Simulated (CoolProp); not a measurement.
A simple Rankine cycle with n-butane: condensing at 305.15 K, boiler at 0.997 MPa, turbine inlet 392.5 K, turbine efficiency 0.75, pump efficiency 0.6, no recuperator. Each further row changes one setting.

Values from CoolProp's reference Helmholtz-energy equation of state, Bücker 2006.

| case | thermal efficiency (%) | net work (kJ/kg) | heat in (kJ/kg) | turbine exit temperature (K) | volume ratio over the turbine |
|---|---|---|---|---|---|
| as stated | 8.3 | 41.9 | 508 | 363.0 | 3.35 |
| turbine inlet 412.5 K | 8.1 | 45.1 | 554 | 383.8 | 3.32 |
| condensing temperature 297.15 K | 9.6 | 50.6 | 528 | 357.7 | 4.25 |
| boiler pressure 0.698 MPa | 6.0 | 30.9 | 517 | 372.7 | 2.31 |
| turbine efficiency 0.65 | 7.1 | 36.1 | 508 | 365.9 | 3.39 |
